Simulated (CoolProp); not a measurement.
Vapour-liquid equilibrium of carbon dioxide (1) + CH2F2 (R32) (2) at 21.2 bar; x and y are mole fractions of (1).

Computed with CoolProp (multi-fluid Helmholtz-energy mixture model, Span 1996 and Tillner-Roth 1997; pair parameters Bell 2016).

Task: Give the bubble temperature and the first vapour's composition at x = 0.35, 0.5, 0.8. Is there an azeotrope?

Result: x = 0.35: 281.5 K, y = 0.611; x = 0.5: 273.7 K, y = 0.750; x = 0.8: 261.8 K, y = 0.923. No azeotrope shows between x = 0.05 and 0.95.

Pair parameters are fitted to limited data, so mixtures are less certain than the pure fluids.
